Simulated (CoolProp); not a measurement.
Nitrous oxide along the isotherm 264.3 K: density (kg/m³) from the reference equation and from simpler models built on Tc = 309.5 K, pc = 7.245 MPa, ω = 0.161; each cubic takes its own stable root.

Model: reference Helmholtz-energy equation of state, Lemmon 2006, in CoolProp. It is a short technical equation, of lower accuracy than the large ones.

| p (MPa) | phase | reference |
|---|---|---|
| 0.115 | gas | 2.324 |
| 0.261 | gas | 5.338 |
| 0.593 | gas | 12.48 |
| 1.35 | gas | 30.63 |
| 3.07 | liquid | 953.3 |
| 6.99 | liquid | 973.9 |
| 15.9 | liquid | 1010 |
| 36.2 | liquid | 1067 |

**Question.** How far does each simpler model (Redlich-Kwong, Soave-Redlich-Kwong, Peng-Robinson) lie from the reference over these 8 states: mean and median of the absolute difference, and the worst?

**Answer.** 
- Redlich-Kwong: mean 5.3 %, median 3.8 %, worst -13.5 % at 264.3 K and 3.07 MPa
- Soave-Redlich-Kwong: mean 4.2 %, median 3.1 %, worst -10.6 % at 264.3 K and 3.07 MPa
- Peng-Robinson: mean 1.8 %, median 0.9 %, worst +5.8 % at 264.3 K and 36.2 MPa
